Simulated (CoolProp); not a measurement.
Saturation properties of m-xylene.

Model: reference Helmholtz-energy equation of state, Zhou 2012, in CoolProp.

```
T (K)    p (MPa)  enthalpy of vaporisation (kJ/kg)  liquid cp (kJ/(kg K))  vapour Z  liquid viscosity (µPa s)  liquid conductivity (mW/(m K))
-----  ---------  --------------------------------  ---------------------  --------  ------------------------  ------------------------------
294.2  0.0008857                             404.3                  1.699    0.9987                       609                             131
297.8   0.001095                             402.4                  1.710    0.9985                       584                             130
301.4   0.001345                             400.5                  1.722    0.9982                       560                             129
305.1   0.001652                             398.5                  1.734    0.9979                       537                             128
308.7   0.002007                             396.6                  1.745    0.9976                       517                             127
312.3   0.002425                             394.7                  1.757    0.9972                       498                             126
315.9   0.002915                             392.8                  1.769    0.9968                       479                             125
319.6   0.003504                             390.9                  1.781    0.9963                       462                             124
323.2   0.004171                             389.0                  1.794    0.9958                       446                             123
326.8   0.004942                             387.1                  1.806    0.9952                       431                             122
330.4   0.005830                             385.2                  1.818    0.9945                       416                             122
334.1   0.006879                             383.2                  1.831    0.9938                       402                             121
337.7   0.008048                             381.4                  1.843    0.9931                       390                             120
341.3   0.009377                             379.5                  1.856    0.9922                       377                             119
```

It boils at 412.2 K under 1 atm.

Viscosity comes from a separate model (Cao 2016). Thermal conductivity comes from a separate model (Mylona 2014).
